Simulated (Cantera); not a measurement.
# CH₃SiCl₃ + C₂H₄ + H₂ (silicon carbide growth)

A closed system holds: 1 mol CH₃SiCl₃, 0.56 mol C₂H₄, 420 mol H₂, equilibrated at 0.210 bar.

Equilibrium computed with Cantera from the NASA thermochemical tables; the gas is ideal and each condensed phase is pure. Candidate condensed phases: C, C₆H₆, C₇H₈, C₈H₁₈, Si, SiC; 109 gas species. The feed counts by its element totals alone. The tables' values for SiCl are old estimates; treat these amounts as uncertain. Gases not in the tables: Si₂H₆ and higher silanes. Equilibrium is a limit: real reactors are often held back by kinetics, nucleation or transport.

From 727 °C to 927 °C the condensed part is SiC(s). From 1027 °C to 1727 °C the condensed part is C(graphite) + SiC(s). From 1827 °C to 2027 °C the condensed part is SiC(s). The main Si-bearing gas is SiCl₄ at 727 °C and Si at 2027 °C.

```csv
T (°C),x H₂,x H,x HCl,x CH₄,x C₂H₂ (acetylene),x Si,x SiH,n SiC(s),n C(graphite)
727,0.990,4.93e-9,0.00704,0.00266,2.07e-11,<1e-12,<1e-12,0.994,0
827,0.990,5.61e-8,0.00709,0.00265,1.69e-9,<1e-12,<1e-12,0.999,0
927,0.990,4.29e-7,0.00709,0.00265,6.74e-8,<1e-12,<1e-12,1.000,0
1027,0.991,2.40e-6,0.00708,0.00162,5.71e-7,<1e-12,2.31e-12,1.000,0.432
1127,0.992,1.06e-5,0.00708,0.000893,2.50e-6,1.88e-11,4.28e-11,1.000,0.739
1227,0.992,3.83e-5,0.00707,0.000531,8.96e-6,3.65e-10,5.35e-10,0.999,0.887
1327,0.992,0.000118,0.00707,0.000338,2.73e-5,4.88e-9,4.85e-9,0.999,0.954
1427,0.992,0.000320,0.00707,0.000226,7.28e-5,4.79e-8,3.39e-8,0.999,0.962
1527,0.992,0.000778,0.00706,0.000159,0.000174,3.64e-7,1.90e-7,0.998,0.905
1627,0.991,0.00172,0.00705,0.000116,0.000378,2.23e-6,8.83e-7,0.995,0.752
1727,0.989,0.00353,0.00703,8.71e-5,0.000759,1.14e-5,3.51e-6,0.987,0.446
1827,0.985,0.00675,0.00699,6.47e-5,0.00132,5.14e-5,1.27e-5,0.958,0
1927,0.979,0.0122,0.00693,4.04e-5,0.00146,0.000247,4.95e-5,0.827,0
2027,0.969,0.0208,0.00682,2.85e-5,0.00191,0.000943,0.000156,0.373,0
```
x: gas mole fraction; n: condensed amount in mol.
